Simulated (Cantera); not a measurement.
What does this Cantera script print?

```python
import numpy as np
import cantera as ct

gas_names = """
    Cr CrN H H2 N NH NH2 NH3 N2 N2H2 N2H4
""".split()
cond_names = """
    Cr(cr) Cr(L) CrN(s) Cr2N(s)
""".split()


# ... load() reads the species with a 1 bar reference pressure and builds the phases ...
atoms = {
    'Cr': {'Cr': 1},
    'N2': {'N': 2},
    'H2': {'H': 2},
}
top_T = {'CrN(s)': 1900, 'Cr2N(s)': 1900}  # K; cautious upper limits of use, not melting points


# ... equilibrate(T, P, feed) seeds the gas with the atoms and calls Mixture.equilibrate('TP', solver="vcs", rtol=1e-11, max_steps=5000) ...
results = []
feed = {'Cr': 1, 'N2': 1.9, 'H2': 77}  # mol
T = 1398  # K
P = 280  # Pa
mix = equilibrate(T, P, feed)
results.append((T, P, feed, dict(zip(mix.species_names, mix.species_moles))))
print(gas.report(threshold=1e-06))
for i in range(1, mix.n_phases):
    print(f"{mix.phase(i).name:16s} {mix.phase_moles(i):12.5e} mol")
```

It prints:

```
       temperature   1398 K
          pressure   280 Pa
           density   6.3666e-05 kg/m^3
  mean mol. weight   2.643 kg/kmol
   phase of matter   gas

                          1 kg             1 kmol
                     ---------------   ---------------
          enthalpy        1.2533e+07        3.3124e+07  J
   internal energy        8.1347e+06          2.15e+07  J
           entropy             86254        2.2797e+05  J/K
    Gibbs function       -1.0805e+08       -2.8557e+08  J
 heat capacity c_p             12108             32001  J/K
 heat capacity c_v            8962.1             23687  J/K

                      mass frac. Y      mole frac. X     chem. pot. / RT
                     ---------------   ---------------   ---------------
                Cr        0.00041328        2.1007e-05           -5.3158
                 H        3.3689e-05        8.8334e-05           -12.151
                H2           0.74432           0.97581           -24.303
                N2           0.25523           0.02408           -35.403
     [   +7 minor]        2.3248e-07        3.6078e-08

Cr(cr)            9.98342e-01 mol
CrN(s)            0.00000e+00 mol
Cr2N(s)           0.00000e+00 mol
```

Method: chemical equilibrium by Gibbs-energy minimisation in Cantera with the NASA 1993 tables (ideal gas, pure condensed phases).
